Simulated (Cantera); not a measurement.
Mixture: H₂ : O₂ : N₂ = 1 : 1.14 : 4.27 (molar parts), equivalence ratio 0.44, at 101000 Pa, adiabatic and at constant volume. Ignition delay is the time to a rise of 400 K.

Model: the H2/O2 subset of GRI-Mech 3.0, which has no nitrogen chemistry, integrated in Cantera. Below about 950 K walls govern HO2 and H2O2 in real vessels. Where the delays flatten at high temperature, the 400 K rule measures the pace of heat release, not the induction time.

Problem. What does this change do: pressure from 101000 Pa to 500000 Pa?

Solution. 
```json
[
 {"quantity": "delay at 925 K", "before": "87.1 ms", "after": "0.118 s"},
 {"quantity": "delay at 1025 K", "before": "0.196 ms", "after": "7.39 ms"},
 {"quantity": "delay at 1125 K", "before": "75.9 µs", "after": "0.142 ms"},
 {"quantity": "delay at 1225 K", "before": "43.5 µs", "after": "12.5 µs"},
 {"quantity": "delay at 1325 K", "before": "29.8 µs", "after": "6.20 µs"}
]
```
The hydrogen kinetics of GRI-Mech 3.0 are dated; newer H2 mechanisms differ, most at raised pressure.

Problem. What does this change do: pressure from 101000 Pa to 520000 Pa?

Solution. 
| quantity | before | after |
|---|---|---|
| delay at 925 K | 87.1 ms | 0.116 s |
| delay at 1025 K | 0.196 ms | 7.43 ms |
| delay at 1125 K | 75.9 µs | 0.181 ms |
| delay at 1225 K | 43.5 µs | 12.3 µs |
| delay at 1325 K | 29.8 µs | 6.02 µs |
The hydrogen kinetics of GRI-Mech 3.0 are dated; newer H2 mechanisms differ, most at raised pressure.
